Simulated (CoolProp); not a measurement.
Vapour-liquid equilibrium of ethanol (1) + isohexane (2) at 423.2 K; x and y are mole fractions of (1).

Values from CoolProp's multi-fluid Helmholtz-energy mixture model, Schroeder 2014 and Lemmon 2006; pair parameters Bell 2016.

| x | bubble pressure, mixture model (MPa) | bubble pressure, Raoult's law (MPa) | y, mixture model | y, Raoult's law |
|---|---|---|---|---|
| 0.05 | 1.017 | 0.9080 | 0.127 | 0.054 |
| 0.15 | 1.177 | 0.9160 | 0.283 | 0.161 |
| 0.25 | 1.272 | 0.9240 | 0.377 | 0.266 |
| 0.35 | 1.324 | 0.9319 | 0.442 | 0.369 |
| 0.45 | 1.348 | 0.9399 | 0.492 | 0.471 |
| 0.55 | 1.353 | 0.9479 | 0.536 | 0.571 |
| 0.65 | 1.339 | 0.9559 | 0.583 | 0.669 |
| 0.75 | 1.302 | 0.9639 | 0.641 | 0.766 |
| 0.85 | 1.227 | 0.9718 | 0.727 | 0.860 |
| 0.95 | 1.088 | 0.9798 | 0.876 | 0.954 |

The largest gap from Raoult's law is +43.4 % in bubble pressure, at x = 0.45. y crosses x between x = 0.45 and 0.55: the model has an azeotrope there.

The pair parameters rest on a limited set of measurements; away from them the model extrapolates.
